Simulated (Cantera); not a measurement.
Input (Python, Cantera) and output of one run.

```python
import numpy as np
import cantera as ct

gas_names = """
    H HO2 H2 H2O H2O2 O OH O2 O3 Si SiH SiH2 SiH3 SiH4 SiO SiO2 Si2 Si3
""".split()
cond_names = """
    H2O(s) H2O(L) Si(cr) Si(L) SiO2(Lqz) SiO2(hqz) SiO2(L)
""".split()


def load(file, names, dense=False):
    # The tables refer to 1 bar. Condensed volumes are neglected.
    table = {s.name: s for s in ct.Species.list_from_file(file)}
    out = []
    for n in names:
        d = dict(table[n].input_data)
        d["thermo"] = dict(d["thermo"], **{"reference-pressure": 1e5})
        if dense:
            d["equation-of-state"] = {"model": "constant-volume", "density": "1e6 g/cm^3"}
        out.append(ct.Species.from_dict(d))
    return out


gas = ct.Solution(thermo="ideal-gas", species=load("nasa_gas.yaml", gas_names))
cond = {s.name: ct.Solution(thermo="fixed-stoichiometry", species=[s], name=s.name)
        for s in load("nasa_condensed.yaml", cond_names, dense=True)}
atoms = {
    'SiH4': {'Si': 1, 'H': 4},
    'O3': {'O': 3},
}
top_T = {}  # K; cautious upper limits of use, not melting points


def equilibrate(T, P, feed):
    n = {}
    for name, mol in feed.items():
        for a, k in atoms[name].items():
            n[a] = n.get(a, 0.0) + k * mol
    gas.TPX = T, P, n
    mass = sum(n.values()) * gas.mean_molecular_weight
    gas.equilibrate("TP")
    valid = [c for c in cond.values() if c.min_temp <= T <= top_T.get(c.name, c.max_temp)]
    mix = ct.Mixture([(gas, mass / gas.mean_molecular_weight)] + [(c, 0.0) for c in valid])
    mix.T, mix.P = T, P
    mix.equilibrate("TP", solver="vcs", rtol=1e-11, max_steps=5000)
    return mix


results = []
T = 1150  # K
P = 100000  # Pa
for m in [0.27, 0.42, 0.58, 0.73, 0.89, 1, 1.2, 1.4, 1.5, 1.7, 1.8, 2]:
    feed = {'SiH4': 1, 'O3': m}  # mol
    mix = equilibrate(T, P, feed)
    results.append((T, P, feed, dict(zip(mix.species_names, mix.species_moles))))

top = {s: max(r[3][s] / sum(r[3][g] for g in gas_names) for r in results) for s in gas_names}
cols = sorted((s for s in top if top[s] > 0.001), key=lambda s: -top[s])[:6]
seen = [c for c in cond_names if any(r[3].get(c, 0) > 1e-12 for r in results)]
print("log10 of partial pressures in bar; condensed amounts in mol")
print(f"{'n(O3)':>10s}" + "".join(f"{s[:9]:>10s}" for s in cols + seen))
for T, P, feed, n in results:
    ng = sum(n[g] for g in gas_names)
    print(f"{feed['O3']:10.4g}" + "".join(f"{np.log10(max(n[s] / ng * P / 1e5, 1e-99)):10.3f}" for s in cols)
          + "".join(f"{n.get(c, 0):10.4g}" for c in seen))
```

Output:

```
log10 of partial pressures in bar; condensed amounts in mol
     n(O3)        H2       H2O        O2    Si(cr) SiO2(hqz)
      0.27    -0.000    -7.621   -31.976     0.595     0.405
      0.42    -0.000    -7.621   -31.976      0.37      0.63
      0.58    -0.000    -7.621   -31.976      0.13      0.87
      0.73    -0.043    -1.022   -18.692         0         1
      0.89    -0.177    -0.475   -17.329         0         1
         1    -0.301    -0.301   -16.734         0         1
       1.2    -0.699    -0.097   -15.530         0         1
       1.4    -7.727    -0.021    -1.322         0         1
       1.5    -7.941    -0.051    -0.954         0         1
       1.7    -8.139    -0.106    -0.666         0         1
       1.8    -8.204    -0.130    -0.586         0         1
         2    -8.304    -0.176    -0.477         0         1
```

Method: chemical equilibrium by Gibbs-energy minimisation in Cantera with the NASA 1993 tables (ideal gas, pure condensed phases). Mutual solubility and eutectic melting of coexisting phases are not modelled. The tables hold silica as quartz up to 1696 K and as liquid above; real silica turns to tridymite and cristobalite and melts near 1996 K.
